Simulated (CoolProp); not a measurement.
Values from CoolProp's reference Helmholtz-energy equation of state, Akasaka 2023.

### Question
For R1336mzz(E), give the phase and the cp (kJ/(kg K)), cv (kJ/(kg K)), expansivity (1/kK), fugacity coefficient at 214.8 K and 22.5 bar; 229.8 K and 22.5 bar; 380 K and 22.5 bar.

### Answer
- 214.8 K and 22.5 bar: liquid; cp 1.18, cv 0.845, expansivity 1.50, fugacity coefficient 0.00118
- 229.8 K and 22.5 bar: liquid; cp 1.18, cv 0.851, expansivity 1.56, fugacity coefficient 0.00350
- 380 K and 22.5 bar: liquid; cp 1.55, cv 0.939, expansivity 7.85, fugacity coefficient 0.576
